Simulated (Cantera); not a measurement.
Mixture: CO : H₂ : CH₄ : O₂ : N₂ = 1 : 0.45 : 0.38 : 1.24 : 4.65 (molar parts), equivalence ratio 1.2, at 5.00 bar, adiabatic and at constant pressure. Ignition delay is the time to a rise of 400 K.

Model: GRI-Mech 3.0 (53 species, 325 reactions), integrated in Cantera. Below about 1000 K GRI-Mech 3.0 lacks low-temperature oxidation paths.

**Question.** Predict: delay at 975 K; delay at 1175 K; delay at 1375 K; delay at 1575 K; delay at 1775 K; apparent activation energy between 1675 and 1875 K.

**Answer.** 
```
Item                                                    Result
--------------------------------------------------  ----------
delay at 975 K                                         9.45 ms
delay at 1175 K                                       0.270 ms
delay at 1375 K                                        56.8 µs
delay at 1575 K                                        18.1 µs
delay at 1775 K                                        7.52 µs
apparent activation energy between 1675 and 1875 K  100 kJ/mol
```
